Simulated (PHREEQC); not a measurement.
## Brine

A solution holds 0.98 mol KCl, 0.53 mol NaHCO3 and 0.14 mol MgCl2 per kg of water, at 20 °C. Closed to the air; pH follows from the charge balance.

The numbers come from PHREEQC with the ion-association model with all activity coefficients set to 1, phreeqc.dat.

No solid was allowed to form.

Question: What pH, activity of water does the model give?

Answer: pH 7.64; activity of water 0.945.

Question: In which forms is Mg present?

Answer: MgHCO3+ 70 %, Mg+2 20 %, MgCO3 10 % of the Mg.

Caution: at this ionic strength the ion-association model is outside its range; a Pitzer model would be the better tool where its parameters exist.
